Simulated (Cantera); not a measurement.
An adiabatic, constant-volume homogeneous reactor starts with C3H8 : O2 : N2 = 1 : 10.2 : 38.4 (molar parts), at 1798 K and 96000 Pa. Integrator tolerance rtol = 1e-08.

Model: GRI-Mech 3.0 (53 species, 325 reactions), integrated in Cantera. GRI-Mech 3.0 was tuned for natural gas; its chemistry of propane as a main component is partial and can be far from experiment.

### Question
What does this change do: N2 38.4 to 110 parts?

### Answer
```tsv
quantity	before	after
time of steepest temperature rise	11.9 µs	18.0 µs
temperature at 0.200 s	2726 K	2321 K
equilibrium temperature	2726 K	2321 K
x(C3H8) at 0.200 s	<1e-12 (gas-phase equilibrium <1e-12)	<1e-12 (gas-phase equilibrium <1e-12)
x(O2) at 0.200 s	0.0901 (gas-phase equilibrium 0.0901)	0.0385 (gas-phase equilibrium 0.0384)
x(CO) at 0.200 s	0.0134 (gas-phase equilibrium 0.0134)	0.00140 (gas-phase equilibrium 0.00140)
x(NO2) at 0.200 s	1.21e-5 (gas-phase equilibrium 1.21e-5)	3.82e-6 (gas-phase equilibrium 3.90e-6)
x(OH) at 0.200 s	0.0163 (gas-phase equilibrium 0.0163)	0.00273 (gas-phase equilibrium 0.00272)
x(O) at 0.200 s	0.00989 (gas-phase equilibrium 0.00989)	0.000990 (gas-phase equilibrium 0.000986)
x(H2O2) at 0.200 s	2.65e-7 (gas-phase equilibrium 2.65e-7)	3.16e-8 (gas-phase equilibrium 3.16e-8)
```
